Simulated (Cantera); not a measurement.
Silicon oxide and oxynitride deposition: TEOS + O₃ + H₂ + NO

Feed: 1 mol TEOS, 0.58 mol O₃, 2.3 mol H₂, 0.45 mol NO, at 1675 K and 30.8 Torr.

These are equilibrium values from Cantera (NASA tables, ideal gas, pure condensed phases), not measurements of a reactor. Candidate condensed phases: C, C₆H₆, C₇H₈, C₈H₁₈, H₂O, Si, SiC, SiO₂, Si₂N₂O, Si₃N₄; 151 gas species. The feed counts by its element totals alone. The numbers say what is thermodynamically allowed, not how fast it happens.

```yaml
x(H₂): 0.657
x(CO): 0.329
x(N₂): 0.0119
x(SiO): 0.00124
x(H): 0.000465
x(HCN): 0.000282
x(C₂H₂ (acetylene)): 3.81e-5
x(CH₄): 2.13e-5
x(HNC): 7.90e-6
n(C(graphite)): 0.849 mol
n(SiC(s)): 0.977 mol
gas_amount: 18.72 mol
log10 activity of Si(s) (absent): -1.87
```
